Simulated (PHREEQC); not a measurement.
Dissolve 0.25 mol NaHSO4, 0.0048 mol K2HPO4 and 0.00024 mol NaCl per kg of water at 25 °C. Closed to the air; pH follows from the charge balance.

All values are PHREEQC results (ion-association model, phreeqc.dat), not measurements.

| quantity | before | after |
|---|---|---|
| pH | 1.17 | 1.15 |
| ionic strength (mol/kgw) | 0.403 | 0.398 |
| Na+ (mol/kgw) | 0.230 | 0.231 |
| HPO4-2 (mol/kgw) | 1.80e-9 | 3.30e-10 |

Q: Name the change that produced these shifts.
A. NaHSO4 left out
B. NaCl left out
C. K2HPO4 from 0.0048 to 0.00432 mol/kgw
D. K2HPO4 from 0.0048 to 0.00096 mol/kgw

A: D, K2HPO4 from 0.0048 to 0.00096 mol/kgw

Precipitation was switched off in this run.
